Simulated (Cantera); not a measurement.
A Cantera script and what it prints.

```python
import numpy as np
import cantera as ct

gas_names = [...]  # 87 gases of nasa_gas.yaml made of C, H, Si
cond_names = """
    C(gr) C6H6(L) C7H8(L) C8H18(L),n-octa Si(cr) Si(L) SiC(b)
""".split()


# ... load() reads the species with a 1 bar reference pressure and builds the phases ...
atoms = {
    'CH3SiH3': {'C': 1, 'H': 6, 'Si': 1},
    'C2H4': {'C': 2, 'H': 4},
    'H2': {'H': 2},
}
top_T = {'C(gr)': 4500, 'SiC(b)': 3050}  # K; cautious upper limits of use, not melting points


# ... equilibrate(T, P, feed) seeds the gas with the atoms and calls Mixture.equilibrate('TP', solver="vcs", rtol=1e-11, max_steps=5000) ...
results = []
feed = {'CH3SiH3': 1, 'C2H4': 0.021, 'H2': 61}  # mol
P = 10000  # Pa
for T in [1248, 1298, 1348, 1398, 1448, 1498, 1548, 1598, 1648, 1698, 1748, 1798, 1848]:
    mix = equilibrate(T, P, feed)
    results.append((T, P, feed, dict(zip(mix.species_names, mix.species_moles))))

top = {s: max(r[3][s] / sum(r[3][g] for g in gas_names) for r in results) for s in gas_names}
cols = sorted((s for s in top if top[s] > 1e-06), key=lambda s: -top[s])[:8]
seen = [c for c in cond_names if any(r[3].get(c, 0) > 1e-12 for r in results)]
print("log10 of partial pressures in bar; condensed amounts in mol")
print(f"{'T/K':>10s}" + "".join(f"{s[:9]:>10s}" for s in cols + seen))
for T, P, feed, n in results:
    ng = sum(n[g] for g in gas_names)
    print(f"{T:10.4g}" + "".join(f"{np.log10(max(n[s] / ng * P / 1e5, 1e-99)):10.3f}" for s in cols)
          + "".join(f"{n.get(c, 0):10.4g}" for c in seen))
```

Output:

```
log10 of partial pressures in bar; condensed amounts in mol
       T/K        H2         H       CH4 C2H2,acet       CH3        Si      SiH2     C(gr)    SiC(b)
      1248    -1.000    -6.831    -4.183    -8.074    -8.727   -13.532   -10.942         0         1
      1298    -1.000    -6.470    -4.184    -7.422    -8.361   -12.840   -10.581         0         1
      1348    -1.000    -6.136    -4.235    -6.920    -8.072   -12.150   -10.196   0.00452         1
      1398    -1.000    -5.825    -4.360    -6.611    -7.883   -11.431    -9.760   0.01371         1
      1448    -1.000    -5.535    -4.477    -6.323    -7.708   -10.763    -9.355   0.02001         1
      1498    -1.000    -5.265    -4.586    -6.055    -7.544   -10.139    -8.977   0.02422         1
      1548    -1.000    -5.012    -4.688    -5.804    -7.392    -9.556    -8.623    0.0268         1
      1598    -1.000    -4.774    -4.784    -5.570    -7.249    -9.010    -8.292   0.02794         1
      1648    -1.000    -4.550    -4.873    -5.350    -7.115    -8.498    -7.981   0.02762         1
      1698    -1.000    -4.340    -4.958    -5.143    -6.989    -8.016    -7.688   0.02563         1
      1748    -1.000    -4.141    -5.037    -4.948    -6.871    -7.562    -7.413   0.02158    0.9999
      1798    -1.001    -3.954    -5.112    -4.764    -6.759    -7.133    -7.153   0.01491    0.9999
      1848    -1.001    -3.776    -5.183    -4.590    -6.654    -6.728    -6.907  0.004881    0.9998
```

Equilibrium computed with Cantera from the NASA thermochemical tables; the gas is ideal and each condensed phase is pure. The feed counts by its element totals alone.
